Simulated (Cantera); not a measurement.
# Diamond growth

A diamond (100) surface in a fixed gas of H2 with x(CH4) = 0.0022, x(H) = 0.016, x(CH3) = 7.6e-05, 82.5 Torr; coverages are run to steady state.

Computed with Cantera and the Harris–Goodwin 1993 mechanism for the reconstructed diamond (100) surface.

```tsv
T (K)	growth (µm/h)	θ c6HH	θ c6H*	θ c6*H	θ c6**	θ c6HM
950	3.47	0.641	0.0144	0.334	0.00673	0.00320
1025	4.91	0.572	0.0209	0.392	0.0116	0.00232
1100	6.32	0.510	0.0282	0.441	0.0185	0.00166
1175	6.96	0.455	0.0361	0.480	0.0273	0.00108
1250	5.87	0.407	0.0442	0.510	0.0381	0.000548
1325	4.07	0.365	0.0522	0.532	0.0506	0.000201
1400	3.14	0.329	0.0601	0.546	0.0645	6.20e-5
```
θ: site fractions in the mechanism's names (c6HH fully hydrogenated, c6H* and c6*H radical sites, c6** diradical, c6HM methylated).
